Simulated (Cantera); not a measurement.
A closed system holds: 1 mol FeS2, 9.2 mol O2, 0.037 mol CO2, equilibrated at 1098.15 K and 0.440 bar.

Method: chemical equilibrium by Gibbs-energy minimisation in Cantera with the NASA 1993 tables (ideal gas, pure condensed phases). Kinetics and transport are ignored.

| species | before | after |
|---|---|---|
| O2 | 0.752 | 0.740 |
| SO3 | 0.0650 | 0.169 |
| SO2 | 0.178 | 0.0864 |
| CO2 | 0.00450 | 0.00473 |
| Fe2O3(s), mol | 0.500 | 0.500 |
Gas species are given as mole fractions.

Question: What was changed between the two runs?
A. O2 from 9.2 to 0.82 mol
B. temperature from 1098.15 K to 948.15 K
C. temperature from 1098.15 K to 848 K
D. temperature from 1098.15 K to 1598 K

Answer: B, temperature from 1098.15 K to 948.15 K
